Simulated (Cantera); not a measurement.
## Premixed flame

A freely propagating, adiabatic, planar premixed flame of H2 : O2 : N2 : H2O = 1 : 0.294 : 1.18 : 0.41 (molar parts), unburnt at 423 K and 500000 Pa; mixture-averaged transport, grid criteria slope 0.08 and curve 0.16, no radiation.

Model: the H2/O2 subset of GRI-Mech 3.0, which has no nitrogen chemistry, integrated in Cantera. The hydrogen kinetics of GRI-Mech 3.0 are dated; newer H2 mechanisms differ, most at raised pressure. Burning velocities carry a grid error of a few per cent, more on coarse grids.

```
z (mm)   T (K)  u (m/s)   x H2      x O2  x H2O       x O       x H     x HO2
-------  -----  -------  -----  --------  -----  --------  --------  --------
-0.157     423     2.38  0.346     0.102  0.142     <1e-8     <1e-8   1.17e-8
-0.105     424     2.38  0.345     0.102  0.142     <1e-8     <1e-8   1.61e-7
-0.0784    425     2.38  0.344     0.102  0.143     <1e-8     <1e-8   8.19e-7
-0.0523    436     2.42  0.336     0.103  0.145   8.04e-8     <1e-8   1.31e-5
-0.0261    585     3.12  0.301     0.104  0.163   5.28e-6   1.01e-5  0.000622
-0.0131    896     4.66  0.263    0.0904  0.203   9.81e-5  0.000897   0.00109
0         1250     6.40  0.221    0.0643  0.261  0.000502   0.00559  0.000501
0.0131    1493     7.61  0.185    0.0369  0.313  0.000851    0.0122  0.000226
0.0261    1632     8.30  0.163    0.0182  0.348  0.000765    0.0164   9.97e-5
0.0523    1752     8.89  0.148   0.00414  0.374  0.000392    0.0172   2.08e-5
0.105     1830     9.26  0.146  0.000473  0.383  0.000161    0.0125   2.52e-6
0.209     1880     9.49  0.149   8.28e-5  0.385   5.69e-5   0.00738   5.51e-7
0.418     1910     9.61  0.150   2.34e-5  0.387   1.68e-5   0.00394   1.60e-7
```
x: mole fraction of selected species; z is measured from the peak of heat release.

```
Property                      Value
------------------------  ---------
laminar burning velocity   238 cm/s
thermal thickness         0.0523 mm
peak x(O)                  0.000865
peak x(H)                    0.0176
peak x(HO2)                 0.00119
grid points                     109
```
